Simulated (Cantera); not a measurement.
Input (Python, Cantera) and output of one run.

```python
import numpy as np
import cantera as ct

gas_names = """
    Ca CaF CaF2 Ca2 F F2 H HF H2 H2F2 H3F3 H4F4 H5F5 H6F6 H7F7 N NF NF2 NF3 NH NH2 NH3 N2 N2H2 N2H4
""".split()
cond_names = """
    Ca(a) Ca(b) Ca(L) CaF2(a) CaF2(b) CaF2(L)
""".split()


# ... load() reads the species with a 1 bar reference pressure and builds the phases ...
atoms = {
    'CaF2': {'Ca': 1, 'F': 2},
    'H2': {'H': 2},
    'N2': {'N': 2},
}
top_T = {}  # K; cautious upper limits of use, not melting points


# ... equilibrate(T, P, feed) seeds the gas with the atoms and calls Mixture.equilibrate('TP', solver="vcs", rtol=1e-11, max_steps=5000) ...
results = []
feed = {'CaF2': 1, 'H2': 23, 'N2': 23}  # mol
P = 0.51  # Pa
for T in [800, 900, 1000, 1100, 1200, 1300, 1400, 1500, 1600, 1700, 1800, 1900, 2000, 2100]:
    mix = equilibrate(T, P, feed)
    results.append((T, P, feed, dict(zip(mix.species_names, mix.species_moles))))

top = {s: max(r[3][s] / sum(r[3][g] for g in gas_names) for r in results) for s in gas_names}
cols = sorted((s for s in top if top[s] > 1e-05), key=lambda s: -top[s])[:9]
seen = [c for c in cond_names if any(r[3].get(c, 0) > 1e-12 for r in results)]
print("log10 of partial pressures in bar; condensed amounts in mol")
print(f"{'T/K':>10s}" + "".join(f"{s[:9]:>10s}" for s in cols + seen))
for T, P, feed, n in results:
    ng = sum(n[g] for g in gas_names)
    print(f"{T:10.4g}" + "".join(f"{np.log10(max(n[s] / ng * P / 1e5, 1e-99)):10.3f}" for s in cols)
          + "".join(f"{n.get(c, 0):10.4g}" for c in seen))
```

Output:

```
log10 of partial pressures in bar; condensed amounts in mol
       T/K        N2        H2         H        HF      CaF2        Ca       CaF         F   CaF2(a)
       800    -5.593    -5.593   -14.335   -15.325   -18.482   -15.626   -18.346   -32.733         1
       900    -5.593    -5.593   -12.729   -13.285   -15.370   -13.588   -15.551   -28.111         1
      1000    -5.593    -5.593   -11.441   -11.658   -12.897   -11.969   -13.331   -24.414         1
      1100    -5.593    -5.593   -10.384   -10.329   -10.890   -10.659   -11.530   -21.389    0.9997
      1200    -5.594    -5.594    -9.502    -9.219    -9.232    -9.590   -10.049   -18.862    0.9916
      1300    -5.595    -5.596    -8.754    -8.272    -7.841    -8.718    -8.819   -16.714    0.8384
      1400    -5.604    -5.607    -8.117    -7.597    -7.042    -8.100    -8.026   -15.003         0
      1500    -5.606    -5.613    -7.561    -7.301    -7.124    -7.757    -7.823   -13.810         0
      1600    -5.610    -5.625    -7.077    -7.068    -7.268    -7.486    -7.696   -12.788         0
      1700    -5.618    -5.650    -6.657    -6.904    -7.503    -7.288    -7.659   -11.918         0
      1800    -5.632    -5.698    -6.295    -6.809    -7.843    -7.167    -7.720   -11.184         0
      1900    -5.656    -5.791    -5.996    -6.777    -8.259    -7.116    -7.858   -10.554         0
      2000    -5.691    -5.958    -5.768    -6.787    -8.671    -7.113    -8.024    -9.983         0
      2100    -5.728    -6.226    -5.620    -6.815    -8.987    -7.135    -8.157    -9.426         0
```

Method: chemical equilibrium by Gibbs-energy minimisation in Cantera with the NASA 1993 tables (ideal gas, pure condensed phases).
